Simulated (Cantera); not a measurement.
What does this Cantera script print?

```python
import numpy as np
import cantera as ct

gas = ct.Solution("gri30.yaml")
gas.TPX = 798, 1000000, {'C2H6': 1, 'O2': 6.36, 'N2': 23.9, 'H2O': 1.8}
inlet = ct.Reservoir(gas, clone=True)
gas.equilibrate("HP")  # start burning
reactor = ct.IdealGasConstPressureReactor(gas, energy="on", clone=False)
exhaust = ct.Reservoir(gas, clone=True)
tau = [0.25, 0.092, 0.034, 0.013, 0.0048, 0.0018, 0.00066, 0.00025, 9.2e-05, 3.4e-05, 1.3e-05, 4.8e-06][0]
for a, b in ((inlet, reactor), (reactor, exhaust)):
    ct.MassFlowController(a, b, mdot=lambda t: reactor.mass / tau)
net = ct.ReactorNet([reactor])
show = ['C2H6', 'O2', 'H2O', 'N2O', 'CH3', 'C2H', 'C2H2']

rows = []
print(f"{'tau/s':>10s}{'T/K':>9s}" + "".join(f"{s:>11s}" for s in show))
for tau in [0.25, 0.092, 0.034, 0.013, 0.0048, 0.0018, 0.00066, 0.00025, 9.2e-05, 3.4e-05, 1.3e-05, 4.8e-06]:
    net.initial_time = 0.0
    net.advance(30 * tau)
    before = gas.X
    net.advance(40 * tau)
    drift = np.max(np.abs(gas.X - before) / (gas.X + 1e-9))
    rows.append([gas.T, *gas[show].X, drift])
    print(f"{tau:10.3e}{gas.T:9.1f}" + "".join(f"{x:11.3e}" for x in gas[show].X))
```

Result:

```
     tau/s      T/K       C2H6         O2        H2O        N2O        CH3        C2H       C2H2
 2.500e-01   1932.3  6.476e-08  8.487e-02  1.426e-01  6.640e-07  5.240e-08  1.706e-10  2.514e-07
 9.200e-02   1932.4  1.724e-07  8.497e-02  1.425e-01  6.944e-07  1.369e-07  4.556e-10  6.546e-07
 3.400e-02   1931.8  4.463e-07  8.503e-02  1.425e-01  7.715e-07  3.383e-07  1.184e-09  1.612e-06
 1.300e-02   1930.3  1.071e-06  8.508e-02  1.424e-01  9.437e-07  7.415e-07  2.845e-09  3.496e-06
 4.800e-03   1927.1  2.491e-06  8.518e-02  1.422e-01  1.302e-06  1.500e-06  6.558e-09  6.795e-06
 1.800e-03   1921.1  5.415e-06  8.539e-02  1.419e-01  1.868e-06  2.824e-06  1.364e-08  1.144e-05
 6.600e-04   1909.9  1.164e-05  8.584e-02  1.414e-01  2.504e-06  5.550e-06  2.602e-08  1.757e-05
 2.500e-04   1889.7  2.465e-05  8.683e-02  1.407e-01  2.790e-06  1.178e-05  4.331e-08  2.488e-05
 9.200e-05   1849.0  5.827e-05  8.922e-02  1.394e-01  2.468e-06  2.956e-05  6.267e-08  3.517e-05
 3.400e-05    798.0  3.025e-02  1.924e-01  5.445e-02 -1.928e-20  3.210e-14  2.701e-38 -5.862e-18
 1.300e-05    798.0  3.025e-02  1.924e-01  5.445e-02  2.016e-23  1.339e-14  4.581e-41  6.430e-22
 4.800e-06    798.0  3.025e-02  1.924e-01  5.445e-02  6.822e-24  5.262e-15  1.530e-43  1.087e-23
```

Model: GRI-Mech 3.0 (53 species, 325 reactions), integrated in Cantera.
